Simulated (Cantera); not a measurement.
Charge: 1 mol CCl4, 0.018 mol CH4, 0.028 mol F2, held at 1650 K and 7.50 Torr.

These are equilibrium values from Cantera (NASA tables, ideal gas, pure condensed phases), not measurements of a reactor. Candidate condensed phases: C, C6H6, C7H8, C8H18; 118 gas species. Rates play no part.

Base state: Cl 0.729, Cl2 0.248, HF 0.0134, HCl 0.00875, CF4 0.000783, F 0.000105, CClF3 0.000100, CF2 9.12e-5 (mole fractions); condensed: C(graphite).

**Question.** What changes in the equilibrium state with this change: temperature from 1650 K to 2225 K?

**Answer.** 
| species | before | after |
|---|---|---|
| Cl | 0.729 | 0.976 |
| HF | 0.0134 | 0.0114 |
| HCl | 0.00875 | 0.00635 |
| Cl2 | 0.248 | 0.00372 |
| CF4 | 0.000783 | 7.24e-9 |
| CClF3 | 0.000100 | 1.89e-9 |
| H | 7.77e-9 | 1.98e-5 |
| CF | 5.87e-8 | 2.84e-5 |
| F | 0.000105 | 0.00227 |
| C(graphite), mol | 1.01 | 1.02 |

**Question.** What changes in the equilibrium state with this change: CH4 from 0.018 to 0.056 mol?

**Answer.** 
```
species             before    after
----------------  --------  -------
Cl                   0.729    0.702
Cl2                  0.248    0.230
HCl                0.00875   0.0510
HF                  0.0134   0.0169
CF4               0.000783  1.47e-6
CClF3             0.000100  8.71e-7
C(graphite), mol      1.01     1.06
```

**Question.** What changes in the equilibrium state with this change: temperature from 1650 K to 698 K?

**Answer.** 
```
species             before     after
----------------  --------  --------
Cl2                  0.248     0.949
HCl                0.00875    0.0352
CCl4               6.73e-8   0.00696
Cl                   0.729   6.06e-6
HF                  0.0134  0.000225
F                 0.000105     <1e-9
CF2                9.12e-5     <1e-9
C(graphite), mol      1.01     0.987
```
Condensed phases not in the tables: fluorocarbon polymer. Gases not in the tables: C2F6 and larger saturated fluorocarbons, chlorinated aromatics.
